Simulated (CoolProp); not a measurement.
The fluid at 293.15 K and 0.12 MPa flows at 1.4 m/s in a round tube of 20 mm bore and 1.5 µm roughness, fully developed (64/Re and Nu = 3.66 if laminar; Colebrook and Gnielinski if turbulent). The same conditions are run with several fluids, on thermodynamics alone (safety and materials aside).

Values from CoolProp's reference Helmholtz-energy equation of state of each fluid (R236EA: Rui 2013; R152A: Outcalt 1996; methane: Setzmann 1991).

Problem. Rank R236EA, R152A, methane by Reynolds number, highest first.

Solution. R236EA (20500), R152A (8560), methane (2010)

```json
[
 {"fluid": "R236EA", "Darcy friction factor": "0.0259", "pressure drop (Pa/m)": "9.93", "heat-transfer coefficient (W/(m² K))": "35.5", "mass flow (kg/h)": "12.4"},
 {"fluid": "R152A", "Darcy friction factor": "0.0323", "pressure drop (Pa/m)": "5.29", "heat-transfer coefficient (W/(m² K))": "19.2", "mass flow (kg/h)": "5.29"},
 {"fluid": "methane", "Darcy friction factor": "0.0319", "pressure drop (Pa/m)": "1.24", "heat-transfer coefficient (W/(m² K))": "6.12", "mass flow (kg/h)": "1.25"}
]
```

Transport values come from each fluid's own correlations; those of R236EA, R152A are estimates that may be off by 10 % or more.
